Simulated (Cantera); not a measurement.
Cantera run:

```python
import numpy as np
import cantera as ct

gas_names = """
    Cs CL2
""".split()
cond_names = """
    CsCL(a) CsCL(b) CsCL(L)
""".split()


def load(file, names, dense=False):
    # The tables refer to 1 bar. Condensed volumes are neglected.
    table = {s.name: s for s in ct.Species.list_from_file(file)}
    out = []
    for n in names:
        d = dict(table[n].input_data)
        d["thermo"] = dict(d["thermo"], **{"reference-pressure": 1e5})
        if dense:
            d["equation-of-state"] = {"model": "constant-volume", "density": "1e6 g/cm^3"}
        out.append(ct.Species.from_dict(d))
    return out


species = {s.name: s for s in load("nasa_gas.yaml", gas_names) + load("nasa_condensed.yaml", cond_names)}
# Each term lists the table entries of one substance; the one whose range holds T is used.
reactions = {
    '2 CsCl = 2 Cs(g) + Cl2(g)':
        [(-2, ['CsCL(a)', 'CsCL(b)', 'CsCL(L)']), (2, ['Cs']), (1, ['CL2'])],
}


def pick(names, T):
    return next(species[n] for n in names if species[n].thermo.min_temp <= T <= species[n].thermo.max_temp)


results = []
for label, terms in reactions.items():
    print(label)
    print("     T/K   dH/kJ  dS/(J/K)   dG/kJ   log10 K")
    for T in [300, 1423, 1473, 1523, 1573, 1623, 1673, 1723]:
        used = [(nu, pick(names, T)) for nu, names in terms]
        dH = sum(nu * s.thermo.h(T) for nu, s in used) / 1e6
        dS = sum(nu * s.thermo.s(T) for nu, s in used) / 1e3
        dG = dH - T * dS / 1e3
        logK = -dG * 1e6 / (ct.gas_constant * T * np.log(10))
        results.append((label, T, dH, dS, dG, logK, [s.name for _, s in used]))
        print(f"{T:8g} {dH:8.1f} {dS:8.1f} {dG:8.1f} {logK:8.2f}")
```

Output:

```
2 CsCl = 2 Cs(g) + Cl2(g)
     T/K   dH/kJ  dS/(J/K)   dG/kJ   log10 K
     300   1038.6    371.7    927.1  -161.42
    1423    935.8    250.6    579.2   -21.26
    1473    932.0    248.0    566.7   -20.10
    1523    928.1    245.4    554.4   -19.01
    1573    924.3    243.0    542.1   -18.00
    1623    920.5    240.6    530.1   -17.06
    1673    916.7    238.3    518.1   -16.18
    1723    912.9    236.0    506.2   -15.35
```

Source: NASA polynomial tables (part measured, part estimated), evaluated in Cantera. Condensed species are held in their standard states even where they would react or evaporate.
